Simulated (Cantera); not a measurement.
Input: 1 mol FeCl2, 0.86 mol H2, 2 mol N2, held at 1150 °C and 0.880 bar.

Equilibrium computed with Cantera from the NASA thermochemical tables; the gas is ideal and each condensed phase is pure. Candidate condensed phases: Fe, FeCl2, FeCl3, NH4Cl; 18 gas species. The numbers say what is thermodynamically allowed, not how fast it happens.

Base state: N2 0.519, HCl 0.183, FeCl2 0.165, H2 0.132, Fe2Cl4 0.00172, FeCl3 6.81e-5 (mole fractions); condensed: Fe(γ).

**Question.** What changes in the equilibrium state with this change: N2 from 2 to 40 mol?

**Answer.** 
| species | before | after |
|---|---|---|
| N2 | 0.519 | 0.956 |
| HCl | 0.183 | 0.0169 |
| FeCl2 | 0.165 | 0.0154 |
| H2 | 0.132 | 0.0121 |
| Fe2Cl4 | 0.00172 | 1.51e-5 |
| FeCl3 | 6.81e-5 | 1.95e-6 |
| Fe(γ), mol | 0.352 | 0.354 |

**Question.** What changes in the equilibrium state with this change: pressure from 0.880 bar to 26.0 Pa?

**Answer.** 
```
species      before     after
----------  -------  --------
N2            0.519     0.518
HCl           0.183     0.184
FeCl2         0.165     0.167
Fe2Cl4      0.00172   5.24e-7
H2            0.132     0.131
Fe          3.03e-8  0.000103
Cl          2.92e-6  0.000171
H           2.57e-6  0.000149
FeCl3       6.81e-5   1.20e-6
Fe(γ), mol    0.352     0.354
```

**Question.** What changes in the equilibrium state with this change: temperature from 1150 °C to 1227 °C?

**Answer.** 
| species | before | after |
|---|---|---|
| N2 | 0.519 | 0.519 |
| HCl | 0.183 | 0.175 |
| FeCl2 | 0.165 | 0.170 |
| H2 | 0.132 | 0.135 |
| Fe2Cl4 | 0.00172 | 0.000999 |
| FeCl3 | 6.81e-5 | 6.21e-5 |
| Fe(γ), mol | 0.352 | 0.338 |
